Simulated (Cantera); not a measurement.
## Ignition delay

Mixture: 4.79 % C₃H₈, 20.0 % O₂, 75.2 % N₂, equivalence ratio 1.2, at 750 Torr, adiabatic and at constant pressure. Ignition delay is the time to a rise of 400 K.

Computed with Cantera and GRI-Mech 3.0 (53 species, 325 reactions). GRI-Mech 3.0 was tuned for natural gas; its chemistry of propane as a main component is partial and can be far from experiment.

```json
[
 {"T0 (K)": "1198", "delay (ms)": "6.59"},
 {"T0 (K)": "1298", "delay (ms)": "1.04"},
 {"T0 (K)": "1398", "delay (ms)": "0.242"},
 {"T0 (K)": "1498", "delay (ms)": "0.0812"},
 {"T0 (K)": "1598", "delay (ms)": "0.0362"},
 {"T0 (K)": "1698", "delay (ms)": "0.0199"},
 {"T0 (K)": "1798", "delay (ms)": "0.0126"},
 {"T0 (K)": "1898", "delay (ms)": "0.00883"}
]
```

```
Item                                                     Value
--------------------------------------------------  ----------
apparent activation energy between 1698 and 1898 K  110 kJ/mol
```
